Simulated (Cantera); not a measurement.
A perfectly stirred reactor is fed with N2O = 1 (molar parts), at 0.440 bar; it is held at 1573 K, and followed from long to short residence time.

Computed with Cantera and GRI-Mech 3.0 (53 species, 325 reactions). GRI-Mech 3.0 was tuned for natural gas; its chemistry of N2O as a main component is partial and can be far from experiment. The temperature is held fixed by assumption; the heat of reaction is taken as removed at once.

One state of this run: x N2O = 0.673; x O2 = 0.0782; x N2 = 0.187; x NO = 0.0611; x NO2 = 0.000144; x O = 0.000132. x: mole fraction; the columns are a selection and need not sum to one.

Question: Which value of τ (s) does it belong to?
A) 9.4
B) 1.5
C) 0.00091
D) 0.0058

Answer: D, 0.0058
